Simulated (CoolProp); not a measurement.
Vapour-liquid equilibrium of toluene (1) + n-decane (2) at 0.832 MPa; x and y are mole fractions of (1).

The numbers come from the multi-fluid Helmholtz-energy mixture model, Lemmon 2006 and Lemmon 2006; pair parameters Bell 2016 in CoolProp.

Give the bubble temperature and the first vapour's composition at x = 0.15, 0.65, 0.85. Is there an azeotrope?

x = 0.15: 538.4 K, y = 0.284; x = 0.65: 497.5 K, y = 0.836; x = 0.85: 486.3 K, y = 0.939. No azeotrope shows between x = 0.05 and 0.95.

The pair parameters rest on a limited set of measurements; away from them the model extrapolates.
